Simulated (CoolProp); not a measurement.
A single-stage vapour-compression cycle with the fluid: evaporating at 196.15 K (dew point), condensing at 259.15 K (bubble point), superheat 0 K, subcooling 2 K, compressor efficiency 0.7, no pressure losses. The same conditions are run with several fluids, on thermodynamics alone (safety and materials aside).

The numbers come from the reference Helmholtz-energy equation of state of each fluid (carbonyl sulfide: Lemmon 2006; ethane: Bücker 2006; nitrous oxide: Lemmon 2006; C3F8 (R218): Lemmon 2006; R13: Platzer 1990; R143a: Lemmon and Jacobsen 2000) in CoolProp. The equations of Platzer and Polt are older, rougher fits.

```tsv
fluid	cooling COP	pressure ratio	discharge temperature (K)	refrigerating effect (kJ/kg)	volumetric capacity (kJ/m³)
carbonyl sulfide	(withheld)	17.4	417.7	253	(withheld)
ethane	1.56	9.21	330.0	306	1080
nitrous oxide	(withheld)	11.1	391.7	249	1350
C3F8 (R218)	1.42	24.5	264.7	60.2	(withheld)
R13	(withheld)	10.6	(withheld)	87.3	749
R143a	1.67	20.3	318.6	165	(withheld)
```

Problem. Some entries are withheld; supply them.

Solution. 
- carbonyl sulfide, cooling COP: 1.68
- carbonyl sulfide, volumetric capacity (kJ/m³): 227
- nitrous oxide, cooling COP: 1.53
- C3F8 (R218), volumetric capacity (kJ/m³): 73.3
- R13, cooling COP: 1.51
- R13, discharge temperature (K): 308.8
- R143a, volumetric capacity (kJ/m³): 166
